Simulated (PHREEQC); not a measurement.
Dissolve 4.3 mmol/kgw CuSO4 and 0.37 mmol/kgw HNO3 at 25 °C. Closed to the air; pH follows from the charge balance.

Model: ion-association model, wateq4f.dat, run in PHREEQC.

Each row changes one thing in this solution. Precipitation was switched off in this run.

| case | pH | ionic strength (mol/kgw) | SO4-2 (mol/kgw) | HSO4- (mol/kgw) |
|---|---|---|---|---|
| as made | 3.56 | 0.0138 | 0.00332 | 6.32e-5 |
| CuSO4 replaced by Na2SO4 at the same molality | 3.58 | 0.0129 | 0.00411 | 7.60e-5 |
| 0.0014 mol/kgw H2SO4 added | 2.64 | 0.0165 | 0.00406 | 0.000621 |
| diluted 100-fold with water | 5.41 | 0.000174 | 4.27e-5 | 1.53e-8 |
| HNO3 left out | 5.05 | 0.0135 | 0.00337 | 2.08e-6 |
| 0.00019 mol/kgw Sr(NO3)2 added | 3.56 | 0.0143 | 0.00330 | 6.25e-5 |

Some of these states are supersaturated (in Antlerite, Brochantite, for instance).
